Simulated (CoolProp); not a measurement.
Vapour-liquid equilibrium of benzene (1) + p-xylene (2) at 196.35 °C; x and y are mole fractions of (1).

Computed with CoolProp (multi-fluid Helmholtz-energy mixture model, Thol 2012 and Zhou 2012; pair parameters Bell 2016).

```tsv
x	bubble pressure, mixture model (kPa)	bubble pressure, Raoult's law (kPa)	y, mixture model	y, Raoult's law
0.05	425.6	433.0	0.130	0.156
0.15	…	530.1	0.335	0.383
0.25	…	627.2	…	0.540
0.35	692.1	724.2	0.605	0.655
0.45	787.0	821.3	0.699	0.743
0.55	884.4	918.4	0.775	0.812
0.65	984.1	1015	0.838	0.867
0.75	1086	1113	0.892	0.914
0.85	1191	1210	0.939	0.952
0.95	1300	1307	…	0.985
```

Question: Complete the blanks.

Answer: 
- 0.15, bubble pressure, mixture model (kPa): 510.9
- 0.25, bubble pressure, mixture model (kPa): 599.9
- 0.25, y, mixture model: 0.488
- 0.95, y, mixture model: 0.981

The largest gap from Raoult's law is -4.4 % in bubble pressure, at x = 0.35. No azeotrope shows between x = 0.05 and 0.95.

Pair parameters are fitted to limited data, so mixtures are less certain than the pure fluids.
